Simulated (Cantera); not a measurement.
Cantera run:

```python
import numpy as np
import cantera as ct

gas_names = """
    B BH BH2 BH3 BO BO2 B2 B2O B2O2 B2O3 B3O3H3 H HBO HBO2 HO2 H2 H2O H2O2 H3B3O6 O OH O2 O3
""".split()
cond_names = """
    B(b) B(L) B2O3(L) B3O3H3(cr) H2O(s) H2O(L)
""".split()


def load(file, names, dense=False):
    # The tables refer to 1 bar. Condensed volumes are neglected.
    table = {s.name: s for s in ct.Species.list_from_file(file)}
    out = []
    for n in names:
        d = dict(table[n].input_data)
        d["thermo"] = dict(d["thermo"], **{"reference-pressure": 1e5})
        if dense:
            d["equation-of-state"] = {"model": "constant-volume", "density": "1e6 g/cm^3"}
        out.append(ct.Species.from_dict(d))
    return out


gas = ct.Solution(thermo="ideal-gas", species=load("nasa_gas.yaml", gas_names))
cond = {s.name: ct.Solution(thermo="fixed-stoichiometry", species=[s], name=s.name)
        for s in load("nasa_condensed.yaml", cond_names, dense=True)}
atoms = {
    'B2H6': {'B': 2, 'H': 6},
    'O2': {'O': 2},
    'H2': {'H': 2},
}
top_T = {}  # K; cautious upper limits of use, not melting points


def equilibrate(T, P, feed):
    n = {}
    for name, mol in feed.items():
        for a, k in atoms[name].items():
            n[a] = n.get(a, 0.0) + k * mol
    gas.TPX = T, P, n
    mass = sum(n.values()) * gas.mean_molecular_weight
    gas.equilibrate("TP")
    valid = [c for c in cond.values() if c.min_temp <= T <= top_T.get(c.name, c.max_temp)]
    mix = ct.Mixture([(gas, mass / gas.mean_molecular_weight)] + [(c, 0.0) for c in valid])
    mix.T, mix.P = T, P
    mix.equilibrate("TP", solver="vcs", rtol=1e-11, max_steps=5000)
    return mix


results = []
feed = {'B2H6': 1, 'O2': 1, 'H2': 150}  # mol
T = 1600  # K
P = 10000  # Pa
mix = equilibrate(T, P, feed)
results.append((T, P, feed, dict(zip(mix.species_names, mix.species_moles))))
print(gas.report(threshold=0.0001))
for i in range(1, mix.n_phases):
    print(f"{mix.phase(i).name:16s} {mix.phase_moles(i):12.5e} mol")
```

It prints:

```
       temperature   1600 K
          pressure   10000 Pa
           density   0.0017663 kg/m^3
  mean mol. weight   2.3497 kg/kmol
   phase of matter   gas

                          1 kg             1 kmol
                     ---------------   ---------------
          enthalpy        1.5858e+07        3.7262e+07  J
   internal energy        1.0197e+07        2.3959e+07  J
           entropy             85968          2.02e+05  J/K
    Gibbs function       -1.2169e+08       -2.8594e+08  J
 heat capacity c_p             14074             33071  J/K
 heat capacity c_v             10536             24756  J/K

                      mass frac. Y      mole frac. X     chem. pot. / RT
                     ---------------   ---------------   ---------------
              B2O2           0.01575        0.00069021           -80.161
                 H        7.3309e-05        0.00017089           -10.554
               HBO           0.12854          0.010858           -50.634
              HBO2          0.002199        0.00011792            -88.01
                H2           0.84762           0.98793           -21.108
     [  +18 minor]         0.0058257        0.00023605

B(b)              2.50809e-02 mol
B2O3(L)           0.00000e+00 mol
B3O3H3(cr)        0.00000e+00 mol
```

Equilibrium computed with Cantera from the NASA thermochemical tables; the gas is ideal and each condensed phase is pure. The feed counts by its element totals alone. The tables' values for BH2 are old estimates; treat these amounts as uncertain.
